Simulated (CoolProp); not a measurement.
A simple Rankine cycle with R1233zd(E): condensing at 321.15 K, boiler at 1.21 MPa, turbine inlet 382.2 K, turbine efficiency 0.7, pump efficiency 0.7, no recuperator. Each further row changes one setting.

Values from CoolProp's reference Helmholtz-energy equation of state, Akasaka 2022.

```csv
case,thermal efficiency (%),net work (kJ/kg),heat in (kJ/kg),turbine exit temperature (K),volume ratio over the turbine
as stated,8.8,19.0,216,342.0,4.78
turbine inlet 402.2 K,8.8,20.9,238,364.0,4.61
condensing temperature 313.15 K,9.9,22.3,226,336.8,6.12
boiler pressure 0.847 MPa,7.0,15.6,224,354.5,3.15
turbine efficiency 0.6,7.5,16.1,216,345.2,4.84
```
